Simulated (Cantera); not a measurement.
An isothermal, constant-pressure homogeneous reactor starts with N2O = 1 (molar parts), at 1150 K and 1.01 bar.

Cantera simulation using GRI-Mech 3.0 (53 species, 325 reactions); the numbers are that mechanism's predictions, not measurements. GRI-Mech 3.0 was tuned for natural gas; its chemistry of N2O as a main component is partial and can be far from experiment. The mechanism lacks the step 2 NO + O2 → 2 NO2, which can matter for NO2 below about 1400 K. The temperature is held fixed by assumption; the heat of reaction is taken as removed at once.

One state of this run: x N2O = 0.000127; x N2 = 0.647; x NO2 = 0.00101; x O = 4.90e-9; x O2 = 0.313; x NO = 0.0389. x: mole fraction; the columns are a selection and need not sum to one.

Which value of t (s) does it belong to?
A. 0.0582
B. 0.000200
C. 70.0
D. 0.993

C, 70.0
